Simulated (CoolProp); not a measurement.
Hexamethyldisiloxane (MM) at several states: fugacity coefficient from the reference equation and from simpler models built on Tc = 245.6 °C, pc = 1.931 MPa, ω = 0.418; each cubic takes its own stable root.

The numbers come from the reference Helmholtz-energy equation of state, Thol 2016 in CoolProp.

```
T (°C)  p (MPa)   phase  reference
------  -------  ------  ---------
64.95    0.0421  liquid     0.7301
16.75      3.04  liquid   0.001542
209.45    0.971     gas     0.7721
```

Q: How far does each simpler model (van der Waals, Redlich-Kwong, Soave-Redlich-Kwong, Peng-Robinson) lie from the reference over these 3 states: mean and median of the absolute difference, and the worst?

A: 
- van der Waals: mean 1097.3 %, median 34.6 %, worst +3250.8 % at 16.75 °C and 3.04 MPa
- Redlich-Kwong: mean 148.5 %, median 33.7 %, worst +409.1 % at 16.75 °C and 3.04 MPa
- Soave-Redlich-Kwong: mean 1.0 %, median 1.4 %, worst +1.6 % at 16.75 °C and 3.04 MPa
- Peng-Robinson: mean 2.1 %, median 1.3 %, worst +4.4 % at 16.75 °C and 3.04 MPa

At some of these states van der Waals, Redlich-Kwong gives the other phase, because its saturation line lies elsewhere.
